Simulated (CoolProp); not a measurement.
A simple Rankine cycle with propyne: condensing at 293.15 K, boiler at 4.5 MPa, turbine inlet 404.4 K, turbine efficiency 0.8, pump efficiency 0.8, no recuperator. Each further row changes one setting.

The numbers come from the reference Helmholtz-energy equation of state, Polt 1992 in CoolProp. This equation is an older, rougher fit; its heat capacities, sound speeds and derivatives of the liquid may be far off and weren't checked against measurements.

```json
[
 {"case": "as stated", "thermal efficiency (%)": "15.6", "net work (kJ/kg)": "87.6", "heat in (kJ/kg)": "563", "turbine exit temperature (K)": "294.8", "volume ratio over the turbine": "9.18"},
 {"case": "turbine inlet 424.4 K", "thermal efficiency (%)": "16.3", "net work (kJ/kg)": "101", "heat in (kJ/kg)": "623", "turbine exit temperature (K)": "321.5", "volume ratio over the turbine": "8.72"},
 {"case": "condensing temperature 285.15 K", "thermal efficiency (%)": "16.8", "net work (kJ/kg)": "97.8", "heat in (kJ/kg)": "581", "turbine exit temperature (K)": "285.7", "volume ratio over the turbine": "11.5"},
 {"case": "boiler pressure 3.15 MPa", "thermal efficiency (%)": "14.3", "net work (kJ/kg)": "87.1", "heat in (kJ/kg)": "610", "turbine exit temperature (K)": "321.9", "volume ratio over the turbine": "5.97"},
 {"case": "turbine efficiency 0.7", "thermal efficiency (%)": "13.5", "net work (kJ/kg)": "75.7", "heat in (kJ/kg)": "563", "turbine exit temperature (K)": "301.5", "volume ratio over the turbine": "9.48"}
]
```
